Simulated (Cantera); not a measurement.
Cantera run, input and output.

```python
import numpy as np
import cantera as ct

gas = ct.Solution("gri30.yaml")
gas.TPX = 950, 100000, {'C3H8': 1, 'O2': 3.33, 'N2': 12.5}
reactor = ct.IdealGasReactor(gas, energy="on", clone=False)
net = ct.ReactorNet([reactor])
net.rtol, net.atol = 1e-08, 1e-16
show = ['C3H8', 'O2', 'NO', 'C2H2', 'H2O2', 'O']
times = np.geomspace(2e-06, 3, 14)

steps = ct.SolutionArray(gas, extra=["t"])
rows = []
print(f"{'t/s':>10s}{'T/K':>9s}{'P/Pa':>11s}" + "".join(f"{s:>11s}" for s in show))
for t in times:
    while net.time < t:
        t_next = net.step()
        steps.append(gas.state, t=t_next)
    rows.append([np.interp(t, steps.t, y) for y in (steps.T, steps.P, *steps(*show).X.T)])
    print(f"{t:10.3e}{rows[-1][0]:9.1f}{rows[-1][1]:11.4g}" + "".join(f"{x:11.3e}" for x in rows[-1][2:]))
rate = np.gradient(steps.T, steps.t)
print("integrator steps:", len(steps.t))
if steps.T.max() > steps.T[0] + 200:
    print(f"time of steepest temperature rise: {steps.t[rate.argmax()]:.4e} s")
gas.TPX = 950, 100000, {'C3H8': 1, 'O2': 3.33, 'N2': 12.5}
gas.equilibrate("UV")
print(f"equilibrium (UV): T = {gas.T:.1f} K  " + "  ".join(f"{s} {gas[s].X[0]:.3e}" for s in show))
```

Output:

```
       t/s      T/K       P/Pa       C3H8         O2         NO       C2H2       H2O2          O
 2.000e-06    950.0      1e+05  5.942e-02  1.979e-01  1.035e-29  1.842e-23  9.571e-15  2.823e-15
 5.972e-06    950.0      1e+05  5.942e-02  1.979e-01  2.009e-28  4.011e-22  1.295e-13  1.022e-14
 1.783e-05    950.0      1e+05  5.942e-02  1.979e-01  1.569e-27  7.097e-21  1.685e-12  1.620e-14
 5.325e-05    950.0      1e+05  5.942e-02  1.979e-01  7.553e-27  1.104e-19  1.814e-11  2.352e-14
 1.590e-04    950.0      1e+05  5.942e-02  1.979e-01  3.880e-26  2.024e-18  1.718e-10  4.567e-14
 4.747e-04    950.0      1e+05  5.942e-02  1.979e-01  2.600e-25  5.145e-17  1.506e-09  1.183e-13
 1.418e-03    950.0      1e+05  5.942e-02  1.979e-01  2.349e-24  2.053e-15  1.209e-08  3.869e-13
 4.233e-03    950.0      1e+05  5.942e-02  1.979e-01  3.064e-23  1.356e-13  7.764e-08  1.456e-12
 1.264e-02    950.0      1e+05  5.941e-02  1.979e-01  4.161e-22  8.660e-12  2.969e-07  3.498e-12
 3.774e-02    950.0      1e+05  5.938e-02  1.978e-01  2.423e-21  1.939e-10  6.559e-07  4.282e-12
 1.127e-01    949.9      1e+05  5.929e-02  1.978e-01  1.049e-20  2.593e-09  9.962e-07  5.248e-12
 3.365e-01    949.6      1e+05  5.895e-02  1.977e-01  5.127e-20  3.110e-08  1.560e-06  8.247e-12
 1.005e+00    949.4  1.001e+05  5.740e-02  1.971e-01  5.692e-19  5.160e-07  5.057e-06  3.117e-11
 3.000e+00   2764.1  3.405e+05  1.602e-35  5.960e-04  1.677e-03  7.606e-15  7.291e-08  6.264e-04
integrator steps: 2857
time of steepest temperature rise: 1.8625e+00 s
equilibrium (UV): T = 2764.1 K  C3H8 2.212e-35  O2 5.960e-04  NO 1.677e-03  C2H2 8.146e-15  H2O2 7.291e-08  O 6.264e-04
```

Computed with Cantera and GRI-Mech 3.0 (53 species, 325 reactions). GRI-Mech 3.0 was tuned for natural gas; its chemistry of propane as a main component is partial and can be far from experiment. Below about 1000 K GRI-Mech 3.0 lacks low-temperature oxidation paths.
